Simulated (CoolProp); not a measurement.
Vapour-liquid equilibrium of C2F6 (R116) (1) + R22 (2) at 0.4 MPa; x and y are mole fractions of (1).

Model: multi-fluid Helmholtz-energy mixture model, Lemmon 2006 and Kamei 1995; pair parameters Bell 2016, in CoolProp.

| x | bubble temperature (K) | y at the bubble point | dew temperature at overall composition x (K) | liquid density (mol/L) |
|---|---|---|---|---|
| 0.05 | 252.5 | 0.406 | 265.1 | 15.17 |
| 0.15 | 238.2 | 0.684 | 261.9 | 14.87 |
| 0.25 | 232.9 | 0.761 | 258.5 | 14.30 |
| 0.35 | 230.7 | 0.792 | 254.7 | 13.68 |
| 0.45 | 229.6 | 0.809 | 250.6 | 13.07 |
| 0.55 | 228.7 | 0.824 | 245.8 | 12.50 |
| 0.65 | 227.9 | 0.842 | 240.3 | 11.99 |
| 0.75 | 227.0 | 0.867 | 233.7 | 11.53 |
| 0.85 | 226.1 | 0.904 | 227.5 | 11.12 |
| 0.95 | 225.4 | 0.961 | 225.5 | 10.76 |

No azeotrope shows between x = 0.05 and 0.95.

Pair parameters are fitted to limited data, so mixtures are less certain than the pure fluids. With so large a gap from Raoult's law the liquid may split in two, which this calculation doesn't test in full.
